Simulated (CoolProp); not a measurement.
Vapour-liquid equilibrium of R125 (1) + cyclopropane (2) at 10.25 °C; x and y are mole fractions of (1).

Model: multi-fluid Helmholtz-energy mixture model, Lemmon 2005 and Polt 1992; pair parameters Bell 2016, in CoolProp. This equation is an older, rougher fit; its heat capacities, sound speeds and derivatives of the liquid may be far off and weren't checked against measurements.

```
x     bubble pressure (bar)  y at the bubble point  dew pressure at overall composition x (bar)  liquid density (mol/L)
----  ---------------------  ---------------------  -------------------------------------------  ----------------------
0.05                  5.827                  0.203                                        4.987                   14.89
0.15                  7.267                  0.396                                        5.509                   14.22
0.25                  8.126                  0.490                                        6.133                   13.60
0.35                  8.667                  0.550                                        6.881                   13.03
0.45                  9.037                  0.599                                        7.753                   12.51
0.55                  9.305                  0.645                                        8.663                   12.05
0.65                  9.491                  0.696                                        9.329                   11.64
0.75                  9.583                  0.758                                        9.578                   11.28
0.85                  9.546                  0.835                                        9.525                   10.97
0.95                  9.337                  0.937                                        9.302                   10.70
```

y crosses x between x = 0.75 and 0.85: the model has an azeotrope there.

The pair parameters rest on a limited set of measurements; away from them the model extrapolates.
